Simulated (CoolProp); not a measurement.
Vapour-liquid equilibrium of CHF3 (R23) (1) + R11 (2) at 226.7 K; x and y are mole fractions of (1).

Values from CoolProp's multi-fluid Helmholtz-energy mixture model, Penoncello 2003 and Jacobsen 1992; pair parameters Bell 2016.

Task: Give the bubble pressure and the first vapour's composition at x = 0.5, 0.65, 0.8. Is there an azeotrope?

Result: x = 0.5: 4.663 bar, y = 0.993; x = 0.65: 4.686 bar, y = 0.993; x = 0.8: 4.802 bar, y = 0.994. No azeotrope shows between x = 0.05 and 0.95.

Pair parameters are fitted to limited data, so mixtures are less certain than the pure fluids. With so large a gap from Raoult's law the liquid may split in two, which this calculation doesn't test in full.
